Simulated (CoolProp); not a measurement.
A simple Rankine cycle with isobutene: condensing at 327.15 K, boiler at 1.56 MPa, turbine inlet 515 K, turbine efficiency 0.65, pump efficiency 0.7, no recuperator. Each further row changes one setting.

Computed with CoolProp (reference Helmholtz-energy equation of state, Lemmon 2005). It is a short technical equation, of lower accuracy than the large ones.

```csv
case,thermal efficiency (%),net work (kJ/kg),heat in (kJ/kg),turbine exit temperature (K),volume ratio over the turbine
as stated,5.0,36.0,714,[?],2.30
turbine inlet 535 K,5.0,37.8,763,514.5,2.29
condensing temperature 319.15 K,6.1,[?],[?],[?],2.81
boiler pressure 1.09 MPa,3.0,[?],721,503.5,1.61
turbine efficiency 0.55,4.2,30.1,714,496.9,[?]
```

Question: Complete the blanks.

Answer: 
- as stated, turbine exit temperature (K): 494.4
- condensing temperature 319.15 K, net work (kJ/kg): 44.9
- condensing temperature 319.15 K, heat in (kJ/kg): 734
- condensing temperature 319.15 K, turbine exit temperature (K): 489.8
- boiler pressure 1.09 MPa, net work (kJ/kg): 21.4
- turbine efficiency 0.55, volume ratio over the turbine: 2.32
